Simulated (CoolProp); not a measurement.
Vapour-liquid equilibrium of R1234yf (1) + R1234ze(E) (2) at 220.4 K; x and y are mole fractions of (1).

Values from CoolProp's multi-fluid Helmholtz-energy mixture model, Lemmon 2022 and Thol 2016; pair parameters Bell 2022.

Q: Give the bubble pressure and the first vapour's composition at x = 0.05, 0.2, 0.5. Is there an azeotrope?

A: x = 0.05: 0.01857 MPa, y = 0.092; x = 0.2: 0.02092 MPa, y = 0.317; x = 0.5: 0.02518 MPa, y = 0.638. No azeotrope shows between x = 0.05 and 0.95.

Pair parameters are fitted to limited data, so mixtures are less certain than the pure fluids.
